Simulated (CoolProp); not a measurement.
Vapour-liquid equilibrium of trans-2-butene (1) + acetone (2) at 325.5 K; x and y are mole fractions of (1).

Values from CoolProp's multi-fluid Helmholtz-energy mixture model, Lemmon 2005 and Lemmon 2006; pair parameters Bell 2016.

```tsv
x	bubble pressure (MPa)	y at the bubble point	dew pressure at overall composition x (MPa)	liquid density (mol/L)
0.05	0.1438	0.397	0.09360	12.79
0.125	0.2148	0.615	0.1013	12.52
0.2	0.2725	0.711	0.1104	12.25
0.275	0.3179	0.764	0.1211	12.00
0.35	0.3533	0.798	0.1342	11.74
0.425	0.3809	0.822	0.1502	11.50
0.5	0.4030	0.841	0.1706	11.27
0.575	0.4215	0.857	0.1971	11.04
0.65	0.4382	0.873	0.2329	10.83
0.725	0.4541	0.890	0.2832	10.63
0.8	0.4701	0.910	0.3551	10.45
0.875	0.4865	0.935	0.4403	10.29
0.95	0.5027	0.970	0.4941	10.14
```

No azeotrope shows between x = 0.05 and 0.95.

Pair parameters are fitted to limited data, so mixtures are less certain than the pure fluids. With so large a gap from Raoult's law the liquid may split in two, which this calculation doesn't test in full.
